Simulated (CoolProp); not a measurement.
Saturation properties of sulfur hexafluoride.

Values from CoolProp's reference Helmholtz-energy equation of state, Guder 2009.

| T (K) | p (kPa) | liquid density (kg/m³) | surface tension (mN/m) | vapour viscosity (µPa s) |
|---|---|---|---|---|
| 229.6 | 296.6 | 1815 | 10.6 | 12.2 |
| 240.3 | 444.9 | 1759 | 9.02 | 12.8 |
| 251 | 642.8 | 1700 | 7.48 | 13.5 |
| 261.7 | 899.8 | 1635 | 6.01 | 14.1 |
| 272.3 | 1223 | 1564 | 4.62 | 14.9 |
| 283 | 1628 | 1483 | 3.31 | 15.8 |
| 293.7 | 2126 | 1387 | 2.10 | 17.1 |
| 304.4 | 2731 | 1263 | 1.02 | 19.2 |

Viscosity comes from a separate model (Quiñones-Cisneros 2012). Surface tension comes from a separate correlation (Mulero 2012).
